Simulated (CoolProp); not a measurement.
Computed with CoolProp (reference Helmholtz-energy equation of state, Younglove 1994). It is a modified Benedict-Webb-Rubin equation, recast in Helmholtz form.

Question: For R123, give the phase and the Joule-Thomson coefficient (K/MPa) at 463.7 K and 0.125 MPa; 421.5 K and 1.6 MPa; 480.8 K and 11.8 MPa.

Answer: 
- 463.7 K and 0.125 MPa: gas; Joule-Thomson coefficient 9.69
- 421.5 K and 1.6 MPa: gas; Joule-Thomson coefficient 17.6
- 480.8 K and 11.8 MPa: supercritical; Joule-Thomson coefficient 0.768
